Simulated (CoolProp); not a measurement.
Properties of fluorine at several states (Tc = 144.4 K, pc = 5.240 MPa, ω = 0.045).

The numbers come from the reference Helmholtz-energy equation of state, de Reuck 1990 in CoolProp.

| T (K) | p (MPa) | phase | Z | cp (kJ/(kg K)) | cv (kJ/(kg K)) | isothermal compressibility (1/MPa) | expansivity (1/kK) |
|---|---|---|---|---|---|---|---|
| 200.6 | 0.0249 | gas | 0.9995 | 0.7822 | 0.5628 | 40.18 | 4.994 |
| 287.1 | 0.0512 | gas | 0.9997 | ___ | 0.5998 | 19.54 | 3.488 |
| 277.3 | 0.98 | gas | 0.9941 | 0.8251 | 0.5961 | 1.027 | 3.711 |
| 82.4 | 0.0125 | gas | 0.9954 | 0.7737 | 0.5503 | 80.37 | 12.32 |
| 114.2 | 0.856 | gas | 0.8764 | 0.9849 | 0.6145 | 1.354 | ___ |
| 104 | 20 | liquid | ___ | 1.468 | 0.7705 | 0.002134 | ___ |

Task: Some entries are withheld; supply them.

Result: 
- 287.1, cp (kJ/(kg K)): 0.8191
- 114.2, expansivity (1/kK): 13.10
- 104, Z: 0.6140
- 104, expansivity (1/kK): 4.526
